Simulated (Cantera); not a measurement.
An adiabatic, constant-pressure homogeneous reactor starts with CH4 : O2 : N2 = 1 : 1.54 : 5.78 (molar parts), equivalence ratio 1.3, at 1325 K and 500000 Pa. Integrator tolerance rtol = 1e-08.

Model: GRI-Mech 3.0 (53 species, 325 reactions), integrated in Cantera.

**Question.** What does this change do: N2 5.78 to 8.6 parts?

**Answer.** 
```json
[
 {"quantity": "time of steepest temperature rise", "before": "2.50 ms", "after": "3.68 ms"},
 {"quantity": "temperature at 6.00 s", "before": "2763 K", "after": "2524 K"},
 {"quantity": "equilibrium temperature", "before": "2763 K", "after": "2524 K"},
 {"quantity": "x(CH4) at 6.00 s", "before": "<1e-12 (gas-phase equilibrium <1e-12)", "after": "<1e-12 (gas-phase equilibrium <1e-12)"},
 {"quantity": "x(O2) at 6.00 s", "before": "0.00135 (gas-phase equilibrium 0.00135)", "after": "0.000188 (gas-phase equilibrium 0.000188)"},
 {"quantity": "x(CH2O) at 6.00 s", "before": "5.71e-9 (gas-phase equilibrium 5.71e-9)", "after": "3.04e-9 (gas-phase equilibrium 3.04e-9)"},
 {"quantity": "x(CO2) at 6.00 s", "before": "0.0435 (gas-phase equilibrium 0.0435)", "after": "0.0363 (gas-phase equilibrium 0.0363)"},
 {"quantity": "x(O) at 6.00 s", "before": "0.000775 (gas-phase equilibrium 0.000775)", "after": "0.000101 (gas-phase equilibrium 0.000101)"}
]
```

**Question.** What does this change do: CH4 1 to 0.4 parts?

**Answer.** 
| quantity | before | after |
|---|---|---|
| time of steepest temperature rise | 2.50 ms | 1.60 ms |
| temperature at 6.00 s | 2763 K | 2344 K |
| equilibrium temperature | 2763 K | 2344 K |
| x(CH4) at 6.00 s | <1e-12 (gas-phase equilibrium <1e-12) | <1e-12 (gas-phase equilibrium <1e-12) |
| x(O2) at 6.00 s | 0.00135 (gas-phase equilibrium 0.00135) | 0.0894 (gas-phase equilibrium 0.0894) |
| x(CH2O) at 6.00 s | 5.71e-9 (gas-phase equilibrium 5.71e-9) | <1e-12 (gas-phase equilibrium <1e-12) |
| x(CO2) at 6.00 s | 0.0435 (gas-phase equilibrium 0.0435) | 0.0505 (gas-phase equilibrium 0.0505) |
| x(O) at 6.00 s | 0.000775 (gas-phase equilibrium 0.000775) | 0.000856 (gas-phase equilibrium 0.000856) |
